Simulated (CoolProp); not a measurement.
Properties of ammonia along the isobar 3.84 MPa (Tc = 405.6 K, pc = 11.36 MPa, ω = 0.256).

Values from CoolProp's reference Helmholtz-energy equation of state, Gao 2020.

```csv
T (K),phase,cp (kJ/(kg K)),cv (kJ/(kg K)),isothermal compressibility (1/MPa),Prandtl number
242.5,liquid,4.460,2.916,0.0007468,1.69
271.5,liquid,4.577,2.837,0.001049,1.42
300.5,liquid,4.764,2.777,0.001586,1.29
329.5,liquid,5.129,2.747,0.002729,1.26
358.5,gas,4.372,2.496,0.3690,1.42
387.5,gas,3.346,2.176,0.3202,1.10
416.5,gas,2.992,2.072,0.3000,0.983
445.4,gas,2.840,2.047,0.2888,0.934
474.4,gas,2.773,2.054,0.2816,0.901
503.4,gas,2.746,2.078,0.2767,0.879
```

Viscosity comes from a separate model (Fenghour 1995). Thermal conductivity comes from a separate model (Tufeu 1984).
